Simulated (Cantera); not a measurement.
An isothermal, constant-pressure homogeneous reactor starts with 1.67 % CH₄, 98.3 % H₂, at 2550 K and 10.00 Torr.

Computed with Cantera and GRI-Mech 3.0 (53 species, 325 reactions). GRI-Mech 3.0 stops at C3 and has no aromatics, soot or wall deposition, so with more carbon than oxygen in the feed, carbon stays in small species such as C2H2 where larger ones or solid carbon would form. Radical loss at walls, strong at low pressure, is not modelled.

x: mole fraction; the columns are a selection and need not sum to one.

```json
[
 {"t (s)": "0.000500", "x CH₄": "0.0136", "x H₂": "0.973", "x C₂H": "8.30e-8", "x C₂H₆": "?", "x CH₃": "0.00271", "x CH₂": "4.15e-5"},
 {"t (s)": "0.00121", "x CH₄": "0.00977", "x H₂": "0.963", "x C₂H": "2.16e-6", "x C₂H₆": "?", "x CH₃": "0.00403", "x CH₂": "0.000119"},
 {"t (s)": "0.00292", "x CH₄": "0.00382", "x H₂": "0.954", "x C₂H": "1.41e-5", "x C₂H₆": "?", "x CH₃": "0.00248", "x CH₂": "0.000124"},
 {"t (s)": "0.00707", "x CH₄": "0.000828", "x H₂": "0.946", "x C₂H": "2.74e-5", "x C₂H₆": "?", "x CH₃": "0.000704", "x CH₂": "5.22e-5"},
 {"t (s)": "0.0171", "x CH₄": "0.000169", "x H₂": "0.936", "x C₂H": "3.67e-5", "x C₂H₆": "4.67e-10", "x CH₃": "0.000178", "x CH₂": "1.73e-5"},
 {"t (s)": "0.0414", "x CH₄": "3.50e-5", "x H₂": "0.921", "x C₂H": "4.79e-5", "x C₂H₆": "2.43e-11", "x CH₃": "4.79e-5", "x CH₂": "6.07e-6"},
 {"t (s)": "0.100", "x CH₄": "8.39e-6", "x H₂": "0.893", "x C₂H": "6.81e-5", "x C₂H₆": "1.78e-12", "x CH₃": "1.65e-5", "x CH₂": "3.02e-6"},
 {"t (s)": "0.242", "x CH₄": "2.93e-6", "x H₂": "0.844", "x C₂H": "0.000105", "x C₂H₆": "<1e-12", "x CH₃": "9.12e-6", "x CH₂": "2.64e-6"},
 {"t (s)": "0.585", "x CH₄": "1.25e-6", "x H₂": "0.785", "x C₂H": "0.000151", "x C₂H₆": "<1e-12", "x CH₃": "5.84e-6", "x CH₂": "2.54e-6"},
 {"t (s)": "1.41", "x CH₄": "8.96e-7", "x H₂": "0.758", "x C₂H": "0.000174", "x C₂H₆": "<1e-12", "x CH₃": "4.90e-6", "x CH₂": "2.50e-6"},
 {"t (s)": "3.42", "x CH₄": "8.76e-7", "x H₂": "0.756", "x C₂H": "0.000176", "x C₂H₆": "<1e-12", "x CH₃": "4.84e-6", "x CH₂": "2.49e-6"},
 {"t (s)": "8.27", "x CH₄": "8.76e-7", "x H₂": "0.756", "x C₂H": "0.000176", "x C₂H₆": "<1e-12", "x CH₃": "4.84e-6", "x CH₂": "2.49e-6"},
 {"t (s)": "20.0", "x CH₄": "8.76e-7", "x H₂": "0.756", "x C₂H": "0.000176", "x C₂H₆": "<1e-12", "x CH₃": "4.84e-6", "x CH₂": "2.49e-6"}
]
```

Q: What belongs in the gaps?

A: 
- 0.000500, x C₂H₆: 4.92e-7
- 0.00121, x C₂H₆: 6.48e-7
- 0.00292, x C₂H₆: 1.59e-7
- 0.00707, x C₂H₆: 9.46e-9
